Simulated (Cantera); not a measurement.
A Cantera script and what it prints.

```python
import numpy as np
import cantera as ct

gas_names = """
    H HO2 H2 H2O H2O2 O OH O2 O3 Ta TaO TaO2
""".split()
cond_names = """
    H2O(s) H2O(L) Ta(cr) Ta(L) Ta2O5(s) Ta2O5(L)
""".split()


def load(file, names, dense=False):
    # The tables refer to 1 bar. Condensed volumes are neglected.
    table = {s.name: s for s in ct.Species.list_from_file(file)}
    out = []
    for n in names:
        d = dict(table[n].input_data)
        d["thermo"] = dict(d["thermo"], **{"reference-pressure": 1e5})
        if dense:
            d["equation-of-state"] = {"model": "constant-volume", "density": "1e6 g/cm^3"}
        out.append(ct.Species.from_dict(d))
    return out


gas = ct.Solution(thermo="ideal-gas", species=load("nasa_gas.yaml", gas_names))
cond = {s.name: ct.Solution(thermo="fixed-stoichiometry", species=[s], name=s.name)
        for s in load("nasa_condensed.yaml", cond_names, dense=True)}
atoms = {
    'Ta2O5': {'Ta': 2, 'O': 5},
    'H2': {'H': 2},
}
top_T = {}  # K; cautious upper limits of use, not melting points


def equilibrate(T, P, feed):
    n = {}
    for name, mol in feed.items():
        for a, k in atoms[name].items():
            n[a] = n.get(a, 0.0) + k * mol
    gas.TPX = T, P, n
    mass = sum(n.values()) * gas.mean_molecular_weight
    gas.equilibrate("TP")
    valid = [c for c in cond.values() if c.min_temp <= T <= top_T.get(c.name, c.max_temp)]
    mix = ct.Mixture([(gas, mass / gas.mean_molecular_weight)] + [(c, 0.0) for c in valid])
    mix.T, mix.P = T, P
    mix.equilibrate("TP", solver="vcs", rtol=1e-11, max_steps=5000)
    return mix


results = []
T = 1350  # K
P = 133.322  # Pa
for m in [6.6, 15, 32, 70, 150, 340, 750]:
    feed = {'Ta2O5': 1, 'H2': m}  # mol
    mix = equilibrate(T, P, feed)
    results.append((T, P, feed, dict(zip(mix.species_names, mix.species_moles))))

top = {s: max(r[3][s] / sum(r[3][g] for g in gas_names) for r in results) for s in gas_names}
cols = sorted((s for s in top if top[s] > 0.0001), key=lambda s: -top[s])[:6]
seen = [c for c in cond_names if any(r[3].get(c, 0) > 1e-12 for r in results)]
print("log10 of partial pressures in bar; condensed amounts in mol")
print(f"{'n(H2)':>10s}" + "".join(f"{s[:9]:>10s}" for s in cols + seen))
for T, P, feed, n in results:
    ng = sum(n[g] for g in gas_names)
    print(f"{feed['H2']:10.4g}" + "".join(f"{np.log10(max(n[s] / ng * P / 1e5, 1e-99)):10.3f}" for s in cols)
          + "".join(f"{n.get(c, 0):10.4g}" for c in seen))
```

Result:

```
log10 of partial pressures in bar; condensed amounts in mol
     n(H2)        H2    Ta(cr)  Ta2O5(s)
       6.6    -2.875 6.428e-05         1
        15    -2.875 0.0001461    0.9999
        32    -2.875 0.0003117    0.9998
        70    -2.875 0.0006818    0.9997
       150    -2.875  0.001461    0.9993
       340    -2.875  0.003311    0.9983
       750    -2.875  0.007305    0.9963
```

These are equilibrium values from Cantera (NASA tables, ideal gas, pure condensed phases), not measurements of a reactor. Mutual solubility and eutectic melting of coexisting phases are not modelled. Condensed phases not in the tables: N, O or C dissolved in the metal.
